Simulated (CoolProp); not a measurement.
A single-stage vapour-compression cycle with propane: evaporating at 281.15 K (dew point), condensing at 307.15 K (bubble point), superheat 10 K, subcooling 5 K, compressor efficiency 0.85, no pressure losses. Each further row changes one setting.

Model: reference Helmholtz-energy equation of state, Lemmon 2009, in CoolProp.

```
case                              cooling COP  pressure ratio  discharge temperature (K)  refrigerating effect (kJ/kg)  volumetric capacity (kJ/m³)
--------------------------------  -----------  --------------  -------------------------  ----------------------------  ---------------------------
as stated                                8.24            1.98                      322.3                           326                         4030
evaporating temperature 286.15 K         10.6            1.72                      321.2                           331                         4700
condensing temperature 302.15 K          10.5            1.75                      316.6                           339                         4190
subcooling 10 K                          8.59            1.98                      322.3                           339                         4190
superheat 20 K                           8.27            1.98                      332.1                           344                         4050
compressor efficiency 0.75               7.27            1.98                      324.9                           326                         4030
```
